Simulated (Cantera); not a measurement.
Thermodynamics of carbothermic reduction, feed Ta2O5 + C + CO

Input: 1 mol Ta2O5, 0.32 mol C, 1 mol CO, held at 2298 K and 4.40 bar.

Cantera equilibrium calculation (NASA polynomials, part measured and part estimated; ideal gas, pure solids and liquids). Candidate condensed phases: C, Ta, TaC, Ta2O5; 15 gas species. Mutual solubility and eutectic melting of coexisting phases are not modelled. TaC: taken at fixed stoichiometry. Condensed phases not in the tables: Ta2C. Equilibrium is a limit: real reactors are often held back by kinetics, nucleation or transport.

- x(CO) = 0.997
- x(CO2) = 0.00276
- x(TaO2) = 8.67e-6
- n(TaC(s)) = 0.0924 mol
- n(Ta2O5(l)) = 0.954 mol
- gas amount = 1.228 mol
- log10 activity of Ta(s) (absent) = -1.27
- log10 activity of C(graphite) (absent) = -1.92
